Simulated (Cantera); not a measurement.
Charge: 1 mol MgCO₃, 0.58 mol H₂O, 7.2 mol CO₂, held at 1775 °C and 25.0 mbar.

Method: chemical equilibrium by Gibbs-energy minimisation in Cantera with the NASA 1993 tables (ideal gas, pure condensed phases). Candidate condensed phases: C, C₆H₆, C₇H₈, C₈H₁₈, H₂O, Mg, MgCO₃, MgO, Mg(OH)₂; 116 gas species. The numbers say what is thermodynamically allowed, not how fast it happens.

Base state: CO₂ 0.843, H₂O 0.0612, CO 0.0607, O₂ 0.0296, OH 0.00311, O 0.00104, H₂ 0.000926, H 0.000431 (mole fractions); condensed: MgO(s).

### Question
What changes in the equilibrium state with this change: pressure from 25.0 mbar to 0.350 bar?

### Answer
```json
[
 {"species": "CO₂", "before": "0.843", "after": "0.895"},
 {"species": "H₂O", "before": "0.0612", "after": "0.0640"},
 {"species": "CO", "before": "0.0607", "after": "0.0261"},
 {"species": "O₂", "before": "0.0296", "after": "0.0129"},
 {"species": "Mg", "before": "1.80e-5", "after": "5.22e-7"},
 {"species": "H", "before": "0.000431", "after": "7.51e-5"},
 {"species": "O", "before": "0.00104", "after": "0.000184"},
 {"species": "H₂", "before": "0.000926", "after": "0.000393"},
 {"species": "MgO(s), mol", "before": "1.000", "after": "1.000"}
]
```

### Question
What changes in the equilibrium state with this change: H₂O from 0.58 to 1.1 mol?

### Answer
```
species        before     after
-----------  --------  --------
CO₂             0.843     0.795
H₂O            0.0612     0.110
CO             0.0607    0.0583
O₂             0.0296    0.0286
Mg            1.80e-5   1.83e-5
H₂           0.000926   0.00170
H            0.000431  0.000585
OH            0.00311   0.00414
O             0.00104   0.00103
MgO(s), mol     1.000     1.000
```
